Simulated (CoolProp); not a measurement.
Propyne along the isobar 6.25 bar: density (kg/m³) from the reference equation and from simpler models built on Tc = 402.7 K, pc = 56.58 bar, ω = 0.204; each cubic takes its own stable root.

The numbers come from the reference Helmholtz-energy equation of state, Polt 1992 in CoolProp. This equation is an older, rougher fit.

```tsv
T (K)	phase	reference
314.3	gas	10.60
332	gas	9.832
349.8	gas	9.197
367.5	gas	8.659
385.3	gas	8.190
403	gas	7.778
420.8	gas	7.409
438.5	gas	7.078
456.3	gas	6.777
474	gas	6.503
```

Question: How far does each simpler model (Redlich-Kwong, Soave-Redlich-Kwong, Peng-Robinson) lie from the reference over these 10 states: mean and median of the absolute difference, and the worst?

Answer: 
- Redlich-Kwong: mean 0.4 %, median 0.1 %, worst -1.7 % at 314.3 K and 6.25 bar
- Soave-Redlich-Kwong: mean 0.3 %, median 0.1 %, worst -1.0 % at 314.3 K and 6.25 bar
- Peng-Robinson: mean 0.3 %, median 0.3 %, worst -0.5 % at 314.3 K and 6.25 bar
